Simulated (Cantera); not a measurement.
A perfectly stirred reactor is fed with 4.10 % CH₄, 1.11 % H₂, 14.8 % O₂, 80.0 % N₂, at 330 Torr; it is adiabatic with a 648 K inlet, and is followed from long to short residence time, starting on the burning branch (τ in s: 0.062, 0.026, 0.011, 0.0049, 0.0021, 0.0009, 0.00039, 0.00017, 7.1e-05).

Cantera simulation using GRI-Mech 3.0 (53 species, 325 reactions); the numbers are that mechanism's predictions, not measurements.

x: mole fraction; the columns are a selection and need not sum to one.

```json
[
 {"τ (s)": "0.062", "T (K)": "1643", "x CH₄": "1.96e-5", "x H₂": "0.000344", "x O₂": "0.0612", "x NO₂": "4.81e-9", "x OH": "0.00150", "x C₂H₄": "1.64e-9", "x O": "0.000458"},
 {"τ (s)": "0.026", "T (K)": "1632", "x CH₄": "3.38e-5", "x H₂": "0.000585", "x O₂": "0.0613", "x NO₂": "3.41e-9", "x OH": "0.00191", "x C₂H₄": "2.90e-9", "x O": "0.000774"},
 {"τ (s)": "0.011", "T (K)": "1614", "x CH₄": "5.87e-5", "x H₂": "0.000961", "x O₂": "0.0617", "x NO₂": "2.57e-9", "x OH": "0.00235", "x C₂H₄": "5.32e-9", "x O": "0.00126"},
 {"τ (s)": "0.0049", "T (K)": "1588", "x CH₄": "___", "x H₂": "___", "x O₂": "0.0623", "x NO₂": "___", "x OH": "___", "x C₂H₄": "___", "x O": "___"},
 {"τ (s)": "0.0021", "T (K)": "1548", "x CH₄": "0.000197", "x H₂": "0.00220", "x O₂": "0.0637", "x NO₂": "1.52e-9", "x OH": "0.00303", "x C₂H₄": "2.75e-8", "x O": "0.00263"},
 {"τ (s)": "0.00090", "T (K)": "1491", "x CH₄": "0.000442", "x H₂": "0.00317", "x O₂": "0.0665", "x NO₂": "9.92e-10", "x OH": "0.00303", "x C₂H₄": "1.04e-7", "x O": "0.00314"},
 {"τ (s)": "0.00039", "T (K)": "1399", "x CH₄": "___", "x H₂": "___", "x O₂": "___", "x NO₂": "4.90e-10", "x OH": "___", "x C₂H₄": "___", "x O": "___"},
 {"τ (s)": "0.00017", "T (K)": "648", "x CH₄": "0.0410", "x H₂": "0.0111", "x O₂": "0.148", "x NO₂": "<1e-12", "x OH": "<1e-12", "x C₂H₄": "<1e-12", "x O": "<1e-12"},
 {"τ (s)": "7.1e-5", "T (K)": "648", "x CH₄": "0.0410", "x H₂": "0.0111", "x O₂": "0.148", "x NO₂": "<1e-12", "x OH": "<1e-12", "x C₂H₄": "<1e-12", "x O": "<1e-12"}
]
```

Problem. Fill in the missing entries.

Solution. 
- 0.0049, x CH₄: 0.000102
- 0.0049, x H₂: 0.00147
- 0.0049, x NO₂: 2.03e-9
- 0.0049, x OH: 0.00274
- 0.0049, x C₂H₄: 1.06e-8
- 0.0049, x O: 0.00188
- 0.00039, x CH₄: 0.00151
- 0.00039, x H₂: 0.00511
- 0.00039, x O₂: 0.0740
- 0.00039, x OH: 0.00231
- 0.00039, x C₂H₄: 1.07e-6
- 0.00039, x O: 0.00231
